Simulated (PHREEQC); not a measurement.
1.4 g of hydrous ferric oxide (600 m²/g; 0.2 weak and 0.005 strong sites per Fe, Dzombak-Morel constants, diffuse double layer) in 1 kg of water with 0.3 mol/kgw of an inert sodium salt and 0.15 mmol/kgw ZnSO4, at 25 °C; the pH is set by adding NaOH or the inert anion's acid. Oxygen is held at 0.21 atm. CO2 from the air is kept out. Precipitation was switched off in this run.

Base run: PHREEQC, ion-association model, wateq4f.dat. Each further column changes one thing. The table gives S sorbed (%).

```json
[
 {"pH": "4", "base": "94.7", "no electrostatic term (-no_edl)": "0.2", "background salt from 0.3 to 0.03 mol/kgw": "99.9", "oxide from 1.4 to 7 g/kgw": "99.2", "0.002 mol/kgw ZnCl2 added": "94.3"},
 {"pH": "4.5", "base": "93.1", "no electrostatic term (-no_edl)": "0.2", "background salt from 0.3 to 0.03 mol/kgw": "99.9", "oxide from 1.4 to 7 g/kgw": "98.9", "0.002 mol/kgw ZnCl2 added": "92.7"},
 {"pH": "5.5", "base": "78.2", "no electrostatic term (-no_edl)": "0.2", "background salt from 0.3 to 0.03 mol/kgw": "?", "oxide from 1.4 to 7 g/kgw": "95.8", "0.002 mol/kgw ZnCl2 added": "77.9"},
 {"pH": "6", "base": "57.5", "no electrostatic term (-no_edl)": "0.2", "background salt from 0.3 to 0.03 mol/kgw": "93.8", "oxide from 1.4 to 7 g/kgw": "88.7", "0.002 mol/kgw ZnCl2 added": "59.8"},
 {"pH": "6.5", "base": "30.7", "no electrostatic term (-no_edl)": "0.2", "background salt from 0.3 to 0.03 mol/kgw": "76.4", "oxide from 1.4 to 7 g/kgw": "68.9", "0.002 mol/kgw ZnCl2 added": "45.0"},
 {"pH": "7.5", "base": "2.7", "no electrostatic term (-no_edl)": "0.3", "background salt from 0.3 to 0.03 mol/kgw": "?", "oxide from 1.4 to 7 g/kgw": "10.4", "0.002 mol/kgw ZnCl2 added": "24.1"},
 {"pH": "8", "base": "0.5", "no electrostatic term (-no_edl)": "0.3", "background salt from 0.3 to 0.03 mol/kgw": "?", "oxide from 1.4 to 7 g/kgw": "?", "0.002 mol/kgw ZnCl2 added": "11.2"},
 {"pH": "8.5", "base": "0.1", "no electrostatic term (-no_edl)": "0.2", "background salt from 0.3 to 0.03 mol/kgw": "0.2", "oxide from 1.4 to 7 g/kgw": "?", "0.002 mol/kgw ZnCl2 added": "3.8"},
 {"pH": "9.5", "base": "0.0", "no electrostatic term (-no_edl)": "0.1", "background salt from 0.3 to 0.03 mol/kgw": "0.0", "oxide from 1.4 to 7 g/kgw": "0.0", "0.002 mol/kgw ZnCl2 added": "0.2"},
 {"pH": "10", "base": "0.0", "no electrostatic term (-no_edl)": "0.0", "background salt from 0.3 to 0.03 mol/kgw": "0.0", "oxide from 1.4 to 7 g/kgw": "0.0", "0.002 mol/kgw ZnCl2 added": "0.0"}
]
```

### Question
Some entries are withheld; supply them.

### Answer

- 5.5, background salt from 0.3 to 0.03 mol/kgw: 98.5
- 7.5, background salt from 0.3 to 0.03 mol/kgw: 10.8
- 8, background salt from 0.3 to 0.03 mol/kgw: 1.7
- 8, oxide from 1.4 to 7 g/kgw: 2.2
- 8.5, oxide from 1.4 to 7 g/kgw: 0.4

 In at least one series the solution becomes supersaturated in solids that the run did not let form, among them Zn(OH)2-e, Zn4(OH)6SO4, Zn5(OH)8Cl2.
